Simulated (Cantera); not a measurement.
**Reactions in the system C-H-N-Ta**

Cantera with NASA thermochemical tables; ideal gases at 1 bar, condensed phases pure. Values are per mole of reaction as written; species without (g) are pure solids or liquids, kept so even where they would boil at 1 bar. TaC: taken at fixed stoichiometry.

5 Ta + 8 HCN(g) → 5 TaC + 8 N(g) + C₃H₈(g)

```json
[
 {"T (K)": "2148", "ΔH° (kJ)": "1973.3", "ΔS° (J/K)": "-24.0", "ΔG° (kJ)": "2024.7", "log10 K": "-49.24"},
 {"T (K)": "2223", "ΔH° (kJ)": "1978.0", "ΔS° (J/K)": "-21.8", "ΔG° (kJ)": "2026.5", "log10 K": "-47.62"},
 {"T (K)": "2298", "ΔH° (kJ)": "1982.6", "ΔS° (J/K)": "-19.7", "ΔG° (kJ)": "2028.0", "log10 K": "-46.10"},
 {"T (K)": "2373", "ΔH° (kJ)": "1987.3", "ΔS° (J/K)": "-17.7", "ΔG° (kJ)": "2029.4", "log10 K": "-44.67"},
 {"T (K)": "2448", "ΔH° (kJ)": "1992.0", "ΔS° (J/K)": "-15.8", "ΔG° (kJ)": "2030.7", "log10 K": "-43.33"},
 {"T (K)": "2523", "ΔH° (kJ)": "1996.5", "ΔS° (J/K)": "-14.0", "ΔG° (kJ)": "2031.8", "log10 K": "-42.06"},
 {"T (K)": "2598", "ΔH° (kJ)": "2001.1", "ΔS° (J/K)": "-12.2", "ΔG° (kJ)": "2032.8", "log10 K": "-40.87"},
 {"T (K)": "2673", "ΔH° (kJ)": "2005.5", "ΔS° (J/K)": "-10.5", "ΔG° (kJ)": "2033.6", "log10 K": "-39.74"},
 {"T (K)": "2748", "ΔH° (kJ)": "2009.9", "ΔS° (J/K)": "-8.9", "ΔG° (kJ)": "2034.3", "log10 K": "-38.67"},
 {"T (K)": "2823", "ΔH° (kJ)": "2014.1", "ΔS° (J/K)": "-7.4", "ΔG° (kJ)": "2035.0", "log10 K": "-37.65"}
]
```
